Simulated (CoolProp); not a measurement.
Normal hydrogen at 975.73 K and 0.693 MPa is throttled through a valve to 0.449 MPa with no heat exchange. Each further row changes one setting.

Model: reference Helmholtz-energy equation of state, Leachman 2009, in CoolProp.

| case | temperature change (K) | final density (kg/m³) |
|---|---|---|
| as stated | +0.1 | [?] |
| outlet pressure 0.135 MPa | [?] | 0.0335 |
| outlet pressure 0.584 MPa | +0.1 | [?] |

### Question
What belongs in the gaps?

### Answer

- as stated, final density (kg/m³): 0.111
- outlet pressure 0.135 MPa, temperature change (K): +0.3
- outlet pressure 0.584 MPa, final density (kg/m³): 0.145
